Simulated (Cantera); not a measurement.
Input: 1 mol Si₃N₄, 0.0047 mol O₂, 8.8 mol N₂.

Equilibrium computed with Cantera from the NASA thermochemical tables; the gas is ideal and each condensed phase is pure. Candidate condensed phases: Si, SiO₂, Si₂N₂O, Si₃N₄; 16 gas species. Mutual solubility and eutectic melting of coexisting phases are not modelled. Rates play no part.

Q: What condenses at these points (T in °C, P in Pa): (1227, 40000); (1627, 63); (1027, 63); (1827, 200000); (1127, 63); (1127, 2.5); (1727, 2.5)?

A: 
| T (°C) | P in Pa | condensed phases | Si condensed (%) |
|---|---|---|---|
| 1227 | 40000 | Si₂N₂O + Si₃N₄ | 100.0 |
| 1627 | 63 | Si | 91.9 |
| 1027 | 63 | Si₂N₂O + Si₃N₄ | 100.0 |
| 1827 | 200000 | Si₃N₄ | 99.7 |
| 1127 | 63 | Si₂N₂O + Si₃N₄ | 100.0 |
| 1127 | 2.5 | Si₃N₄ | 99.7 |
| 1727 | 2.5 | gas only | 0.0 |
